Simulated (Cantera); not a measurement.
Input: 1 mol BN, 1.1 mol HF, 25 mol H2, held at 1.00 bar.

Equilibrium computed with Cantera from the NASA thermochemical tables; the gas is ideal and each condensed phase is pure. Candidate condensed phases: B, BN; 31 gas species. The tables' values for BF2 are old estimates; treat these amounts as uncertain. Kinetics and transport are ignored. All values below are at 1548 K.

Base state: H2 0.973, BF3 0.0101, HF 0.00968, N2 0.00560, BHF2 0.00105, BF2 0.000105, H 3.04e-5 (mole fractions); condensed: BN(s).

**Question.** What changes in the equilibrium state with this change: HF from 1.1 to 36 mol?

**Answer.** 
```tsv
species	before	after
HF	0.00968	0.541
H2	0.973	0.434
BF3	0.0101	0.0164
BHF2	0.00105	1.36e-5
BF2	0.000105	2.05e-6
BN(s), mol	0.707	0
```
